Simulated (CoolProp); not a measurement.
A simple Rankine cycle with dimethyl carbonate: condensing at 315.15 K, boiler at 1.23 MPa, turbine inlet 599 K, turbine efficiency 0.75, pump efficiency 0.7, no recuperator. Each further row changes one setting.

The numbers come from the reference Helmholtz-energy equation of state, Zhou 2011 in CoolProp.

```
case                             thermal efficiency (%)  net work (kJ/kg)  heat in (kJ/kg)  turbine exit temperature (K)  volume ratio over the turbine
-------------------------------  ----------------------  ----------------  ---------------  ----------------------------  -----------------------------
as stated                                          18.4               154              838                         503.6                           67.6
condensing temperature 307.15 K                    19.5               166              853                         496.5                           96.6
boiler pressure 0.861 MPa                          17.1               144              843                         512.3                           47.1
turbine efficiency 0.65                            15.9               134              838                         515.9                           69.3
```
